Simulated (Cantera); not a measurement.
Input (Python, Cantera) and output of one run.

```python
import numpy as np
import cantera as ct

gas_names = """
    C CH CH2 CH3 CH4 C2 C2H C2H2,acetylene C2H2,vinylidene C2H3,vinyl C2H4 C2H5 C2H6 C3 C3H3,propargyl
    C3H4,allene C3H4,propyne C3H4,cyclo- C3H5,allyl C3H6,propylene C3H6,cyclo- C3H7,n-propyl
    C3H7,i-propyl C3H8 C4 C4H2 C4H4,1,3-cyclo- C4H6,butadiene C4H6,2-butyne C4H6,cyclo- C4H8,1-butene
    C4H8,cis2-buten C4H8,tr2-butene C4H8,isobutene C4H8,cyclo- C4H9,n-butyl C4H9,i-butyl C4H9,s-butyl
    C4H9,t-butyl C4H10,isobutane C4H10,n-butane C5 C5H6,1,3cyclo- C5H8,cyclo- C5H10,1-pentene
    C5H10,cyclo- C5H11,pentyl C5H11,t-pentyl C5H12,n-pentane C5H12,i-pentane CH3C(CH3)2CH3 C6H2
    C6H5,phenyl C6H6 C6H10,cyclo- C6H12,1-hexene C6H12,cyclo- C6H13,n-hexyl C7H7,benzyl C7H8
    C7H14,1-heptene C7H15,n-heptyl C7H16,n-heptane C8H8,styrene C8H10,ethylbenz C8H16,1-octene
    C8H17,n-octyl C8H18,isooctane C8H18,n-octane C9H19,n-nonyl C10H8,naphthale C10H21,n-decyl
    C12H9,o-bipheny C12H10,bipheny H H2 Si SiC SiC2 SiC4H12 SiH SiH2 SiH3 SiH4 Si2 Si2C Si3
""".split()
cond_names = """
    C(gr) C6H6(L) C7H8(L) C8H18(L),n-octa Si(cr) Si(L) SiC(b)
""".split()


def load(file, names, dense=False):
    # The tables refer to 1 bar. Condensed volumes are neglected.
    table = {s.name: s for s in ct.Species.list_from_file(file)}
    out = []
    for n in names:
        d = dict(table[n].input_data)
        d["thermo"] = dict(d["thermo"], **{"reference-pressure": 1e5})
        if dense:
            d["equation-of-state"] = {"model": "constant-volume", "density": "1e6 g/cm^3"}
        out.append(ct.Species.from_dict(d))
    return out


gas = ct.Solution(thermo="ideal-gas", species=load("nasa_gas.yaml", gas_names))
cond = {s.name: ct.Solution(thermo="fixed-stoichiometry", species=[s], name=s.name)
        for s in load("nasa_condensed.yaml", cond_names, dense=True)}
atoms = {
    'Si(CH3)4': {'Si': 1, 'C': 4, 'H': 12},
    'CH4': {'C': 1, 'H': 4},
    'H2': {'H': 2},
}
top_T = {'C(gr)': 4500, 'SiC(b)': 3050}  # K; cautious upper limits of use, not melting points


def equilibrate(T, P, feed):
    n = {}
    for name, mol in feed.items():
        for a, k in atoms[name].items():
            n[a] = n.get(a, 0.0) + k * mol
    gas.TPX = T, P, n
    mass = sum(n.values()) * gas.mean_molecular_weight
    gas.equilibrate("TP")
    valid = [c for c in cond.values() if c.min_temp <= T <= top_T.get(c.name, c.max_temp)]
    mix = ct.Mixture([(gas, mass / gas.mean_molecular_weight)] + [(c, 0.0) for c in valid])
    mix.T, mix.P = T, P
    mix.equilibrate("TP", solver="vcs", rtol=1e-11, max_steps=5000)
    return mix


results = []
feed = {'Si(CH3)4': 1, 'CH4': 0.01, 'H2': 1300}  # mol
P = 100000  # Pa
for T in [1973, 2023, 2073, 2123, 2173, 2223, 2273, 2323, 2373, 2423, 2473]:
    mix = equilibrate(T, P, feed)
    results.append((T, P, feed, dict(zip(mix.species_names, mix.species_moles))))

top = {s: max(r[3][s] / sum(r[3][g] for g in gas_names) for r in results) for s in gas_names}
cols = sorted((s for s in top if top[s] > 0.0001), key=lambda s: -top[s])[:7]
seen = [c for c in cond_names if any(r[3].get(c, 0) > 1e-12 for r in results)]
print("log10 of partial pressures in bar; condensed amounts in mol")
print(f"{'T/K':>10s}" + "".join(f"{s[:9]:>10s}" for s in cols + seen))
for T, P, feed, n in results:
    ng = sum(n[g] for g in gas_names)
    print(f"{T:10.4g}" + "".join(f"{np.log10(max(n[s] / ng * P / 1e5, 1e-99)):10.3f}" for s in cols)
          + "".join(f"{n.get(c, 0):10.4g}" for c in seen))
```

Result:

```
log10 of partial pressures in bar; condensed amounts in mol
       T/K        H2         H C2H2,acet        Si       CH4      SiH2       SiH     C(gr)    SiC(b)
      1973    -0.001    -2.870    -3.194    -5.806    -3.343    -5.348    -5.947     0.726    0.9904
      2023    -0.001    -2.722    -3.050    -5.469    -3.401    -5.144    -5.662    0.1448    0.9827
      2073    -0.002    -2.581    -3.003    -5.104    -3.502    -4.905    -5.345         0    0.9661
      2123    -0.002    -2.446    -2.984    -4.744    -3.610    -4.665    -5.032         0    0.9325
      2173    -0.003    -2.318    -2.964    -4.402    -3.712    -4.437    -4.734         0    0.8677
      2223    -0.003    -2.195    -2.940    -4.077    -3.808    -4.222    -4.452         0    0.7458
      2273    -0.004    -2.078    -2.908    -3.772    -3.895    -4.022    -4.188         0    0.5237
      2323    -0.006    -1.966    -2.861    -3.488    -3.970    -3.840    -3.944         0    0.1347
      2373    -0.007    -1.858    -2.844    -3.389    -4.056    -3.838    -3.883         0         0
      2423    -0.009    -1.756    -2.842    -3.355    -4.146    -3.896    -3.885         0         0
      2473    -0.011    -1.657    -2.840    -3.327    -4.233    -3.958    -3.892         0         0
```

Method: chemical equilibrium by Gibbs-energy minimisation in Cantera with the NASA 1993 tables (ideal gas, pure condensed phases). Gases not in the tables: Si2H6 and higher silanes.
